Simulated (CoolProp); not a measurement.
Vapour-liquid equilibrium of R113 (1) + benzene (2) at 139.25 °C; x and y are mole fractions of (1).

Values from CoolProp's multi-fluid Helmholtz-energy mixture model, Marx 1992 and Thol 2012; pair parameters Bell 2016.

| x | bubble pressure (MPa) | y at the bubble point | dew pressure at overall composition x (MPa) | liquid density (mol/L) |
|---|---|---|---|---|
| 0.05 | 0.5135 | … | 0.4829 | 9.329 |
| 0.15 | 0.5959 | … | … | 8.972 |
| 0.25 | 0.6639 | 0.432 | 0.5674 | 8.635 |
| 0.35 | 0.7221 | 0.528 | … | … |
| 0.45 | 0.7736 | 0.610 | 0.6747 | 8.014 |
| 0.55 | 0.8205 | 0.684 | … | 7.730 |
| 0.65 | 0.8641 | 0.754 | 0.7992 | 7.461 |
| 0.75 | 0.9053 | … | 0.8618 | 7.207 |
| 0.85 | 0.9445 | 0.892 | … | 6.968 |
| 0.95 | 0.9818 | 0.964 | 0.9749 | 6.742 |

**Question.** Fill in the missing entries.

**Answer.** 
- 0.05, y at the bubble point: 0.129
- 0.15, y at the bubble point: 0.308
- 0.15, dew pressure at overall composition x (MPa): 0.5224
- 0.35, dew pressure at overall composition x (MPa): 0.6182
- 0.35, liquid density (mol/L): 8.316
- 0.55, dew pressure at overall composition x (MPa): 0.7358
- 0.75, y at the bubble point: 0.823
- 0.85, dew pressure at overall composition x (MPa): 0.9209

No azeotrope shows between x = 0.05 and 0.95.

Pair parameters are fitted to limited data, so mixtures are less certain than the pure fluids.
